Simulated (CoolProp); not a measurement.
Toluene along the isotherm 579 K: Z from the reference equation and from simpler models built on Tc = 591.7 K, pc = 4.126 MPa, ω = 0.266; each cubic takes its own stable root.

The numbers come from the reference Helmholtz-energy equation of state, Lemmon 2006 in CoolProp. It is a short technical equation, of lower accuracy than the large ones.

```
p (MPa)  phase  reference
-------  -----  ---------
0.229      gas     0.9778
0.458      gas     0.9549
0.688      gas     0.9312
0.917      gas     0.9067
1.15       gas     0.8809
1.38       gas     0.8542
1.6        gas     0.8276
1.83       gas     0.7982
2.06       gas     0.7672
```

**Question.** How far does each simpler model (Pitzer virial, van der Waals, Redlich-Kwong, Soave-Redlich-Kwong, Peng-Robinson) lie from the reference over these 9 states: mean and median of the absolute difference, and the worst?

**Answer.** 
- Pitzer virial: mean 2.2 %, median 1.6 %, worst +5.9 % at 579 K and 2.06 MPa
- van der Waals: mean 3.0 %, median 2.8 %, worst +6.2 % at 579 K and 2.06 MPa
- Redlich-Kwong: mean 1.3 %, median 1.2 %, worst +2.8 % at 579 K and 2.06 MPa
- Soave-Redlich-Kwong: mean 1.1 %, median 1.0 %, worst +2.4 % at 579 K and 2.06 MPa
- Peng-Robinson: mean 0.1 %, median 0.1 %, worst -0.2 % at 579 K and 1.15 MPa
